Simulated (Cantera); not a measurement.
Input (Python, Cantera):

```python
import numpy as np
import cantera as ct

gas = ct.Solution("gri30.yaml")
gas.TPX = 675, 360000, {'CH4': 1, 'H2': 0.08, 'O2': 1.7, 'N2': 5.95}
flame = ct.FreeFlame(gas, width=0.016)
flame.set_refine_criteria(ratio=3, slope=0.08, curve=0.16)
flame.transport_model = "mixture-averaged"
flame.solve(loglevel=0, auto=True)
z, T = flame.grid, flame.T
thick = (T[-1] - T[0]) / np.gradient(T, z).max()
show = ['CH4', 'H2', 'O2', 'N2O', 'H2O', 'HCO']
print(f"laminar burning velocity  {flame.velocity[0] * 100:.3f} cm/s")
print(f"burnt temperature         {T[-1]:.1f} K")
print(f"thermal thickness         {thick * 1e3:.4f} mm")
print(f"grid points               {len(z)}")
z0 = z[flame.heat_release_rate.argmax()]
print(f"{'z/mm':>9s}{'T/K':>9s}{'u/(m/s)':>9s}" + "".join(f"{s:>11s}" for s in show))
rows = []
for k in (-3, -2, -1.5, -1, -0.5, -0.25, 0, 0.25, 0.5, 1, 2, 4, 8):
    zz = z0 + k * thick
    rows.append([k * thick, np.interp(zz, z, T), np.interp(zz, z, flame.velocity),
                 *(np.interp(zz, z, flame.X[gas.species_index(s)]) for s in show)])
    print(f"{rows[-1][0] * 1e3:9.3f}{rows[-1][1]:9.1f}{rows[-1][2]:9.3f}" + "".join(f"{x:11.3e}" for x in rows[-1][3:]))
```

Output:

```
laminar burning velocity  121.260 cm/s
burnt temperature         2464.1 K
thermal thickness         0.1056 mm
grid points               147
     z/mm      T/K  u/(m/s)        CH4         H2         O2        N2O        H2O        HCO
   -0.317    675.3    1.215  1.143e-01  1.061e-02  1.944e-01  1.467e-12  8.177e-05  3.934e-17
   -0.211    678.8    1.224  1.137e-01  1.323e-02  1.937e-01  2.657e-11  7.549e-04  2.538e-14
   -0.158    692.0    1.252  1.123e-01  1.631e-02  1.923e-01  1.796e-10  2.937e-03  3.190e-12
   -0.106    775.9    1.415  1.054e-01  2.215e-02  1.852e-01  1.992e-09  1.465e-02  1.440e-09
   -0.053   1207.3    2.240  7.314e-02  3.148e-02  1.460e-01  2.221e-08  6.599e-02  1.321e-06
   -0.026   1627.9    3.058  4.010e-02  3.630e-02  1.006e-01  5.565e-08  1.138e-01  1.892e-05
    0.000   2017.0    3.826  1.051e-02  3.747e-02  5.015e-02  9.664e-08  1.592e-01  5.314e-05
    0.026   2201.7    4.181  1.086e-03  3.341e-02  2.037e-02  1.205e-07  1.815e-01  2.749e-05
    0.053   2258.3    4.275  6.646e-05  3.036e-02  9.542e-03  1.324e-07  1.877e-01  3.616e-06
    0.106   2305.8    4.344  3.076e-07  2.947e-02  4.671e-03  1.285e-07  1.897e-01  2.594e-07
    0.211   2357.6    4.425  1.060e-10  2.914e-02  2.907e-03  1.153e-07  1.924e-01  1.726e-07
    0.422   2406.6    4.505  9.820e-14  2.828e-02  1.675e-03  1.012e-07  1.963e-01  1.153e-07
    0.845   2441.2    4.560  1.311e-13  2.758e-02  8.754e-04  8.631e-08  1.993e-01  7.685e-08
```

Detailed kinetics in Cantera: GRI-Mech 3.0 (53 species, 325 reactions). Burning velocities carry a grid error of a few per cent, more on coarse grids.
